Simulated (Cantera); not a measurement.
A Cantera script and what it prints.

```python
import numpy as np
import cantera as ct

gas_names = [...]  # 113 gases of nasa_gas.yaml made of C, H, O, Pb
cond_names = """
    C(gr) C6H6(L) C7H8(L) C8H18(L),n-octa H2O(s) H2O(L) Pb(cr) Pb(L) PbO(rd) PbO(yw) PbO(L) PbO2(s)
    Pb3O4(s)
""".split()


# ... load() reads the species with a 1 bar reference pressure and builds the phases ...
atoms = {
    'PbO': {'Pb': 1, 'O': 1},
    'CO': {'C': 1, 'O': 1},
    'CH4': {'C': 1, 'H': 4},
}
top_T = {'C(gr)': 4500, 'Pb3O4(s)': 820}  # K; cautious upper limits of use, not melting points


# ... equilibrate(T, P, feed) seeds the gas with the atoms and calls Mixture.equilibrate('TP', solver="vcs", rtol=1e-11, max_steps=5000) ...
results = []
feed = {'PbO': 1, 'CO': 0.69, 'CH4': 0.47}  # mol
T = 948  # K
for P in [10, 52, 270, 1400, 7200, 37000, 190000, 1000000]:
    mix = equilibrate(T, P, feed)
    results.append((T, P, feed, dict(zip(mix.species_names, mix.species_moles))))
    x = sorted(zip(gas.X, gas.species_names), reverse=True)
    print(f"T = {T:g} K  P = {P:g} Pa  gas = {mix.phase_moles(0):.4g} mol")
    print("   x: " + "  ".join(f"{s} {v:.3e}" for v, s in x if v > 0.001))
    print("   condensed (mol): " + ("  ".join(f"{mix.phase(i).name} {mix.phase_moles(i):.4g}"
          for i in range(1, mix.n_phases) if mix.phase_moles(i) > 1e-12) or "none"))
```

It prints:

```
T = 948 K  P = 10 Pa  gas = 2.206 mol
   x: CO 3.676e-01  H2 3.442e-01  CO2 1.583e-01  H2O 8.197e-02  Pb 4.789e-02
   condensed (mol): Pb(L) 0.8944
T = 948 K  P = 52 Pa  gas = 2.12 mol
   x: CO 3.825e-01  H2 3.582e-01  CO2 1.648e-01  H2O 8.530e-02  Pb 9.210e-03
   condensed (mol): Pb(L) 0.9805
T = 948 K  P = 270 Pa  gas = 2.104 mol
   x: CO 3.854e-01  H2 3.609e-01  CO2 1.660e-01  H2O 8.594e-02  Pb 1.774e-03
   condensed (mol): Pb(L) 0.9963
T = 948 K  P = 1400 Pa  gas = 2.101 mol
   x: CO 3.860e-01  H2 3.614e-01  CO2 1.662e-01  H2O 8.607e-02
   condensed (mol): Pb(L) 0.9993
T = 948 K  P = 7200 Pa  gas = 2.099 mol
   x: CO 3.859e-01  H2 3.612e-01  CO2 1.665e-01  H2O 8.616e-02
   condensed (mol): Pb(L) 0.9999
T = 948 K  P = 37000 Pa  gas = 2.082 mol
   x: CO 3.817e-01  H2 3.548e-01  CO2 1.711e-01  H2O 8.793e-02  CH4 4.413e-03
   condensed (mol): Pb(L) 1
T = 948 K  P = 190000 Pa  gas = 1.843 mol
   x: H2 3.005e-01  CO 2.724e-01  CO2 2.470e-01  H2O 1.506e-01  CH4 2.945e-02
   condensed (mol): C(gr) 0.1485  Pb(L) 1
T = 948 K  P = 1e+06 Pa  gas = 1.58 mol
   x: CO2 3.338e-01  H2O 2.639e-01  H2 1.974e-01  CO 1.381e-01  CH4 6.685e-02
   condensed (mol): C(gr) 0.3088  Pb(L) 1
```

These are equilibrium values from Cantera (NASA tables, ideal gas, pure condensed phases), not measurements of a reactor.
